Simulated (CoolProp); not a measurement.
Vapour-liquid equilibrium of ethanol (1) + cyclohexane (2) at 172.95 °C; x and y are mole fractions of (1).

Model: multi-fluid Helmholtz-energy mixture model, Schroeder 2014 and Zhou 2014; pair parameters Bell 2016, in CoolProp.

| x | bubble pressure (MPa) | y at the bubble point | dew pressure at overall composition x (MPa) | liquid density (mol/L) |
|---|---|---|---|---|
| 0.05 | 1.044 | 0.187 | 0.8984 | 7.411 |
| 0.125 | 1.261 | 0.343 | 0.9735 | 7.580 |
| 0.2 | 1.416 | 0.434 | 1.060 | 7.774 |
| 0.275 | 1.526 | 0.495 | 1.159 | 7.998 |
| 0.35 | 1.605 | 0.540 | 1.272 | 8.259 |
| 0.425 | 1.665 | 0.579 | 1.399 | 8.567 |
| 0.5 | 1.711 | 0.615 | 1.535 | 8.928 |
| 0.575 | 1.745 | 0.651 | 1.659 | 9.351 |
| 0.65 | 1.770 | 0.691 | 1.745 | 9.843 |
| 0.725 | 1.783 | 0.737 | 1.781 | 10.41 |
| 0.8 | 1.783 | 0.791 | 1.782 | 11.06 |
| 0.875 | 1.767 | 0.857 | 1.760 | 11.80 |
| 0.95 | 1.731 | 0.937 | 1.725 | 12.64 |

y crosses x between x = 0.725 and 0.8: the model has an azeotrope there.

The pair parameters rest on a limited set of measurements; away from them the model extrapolates.
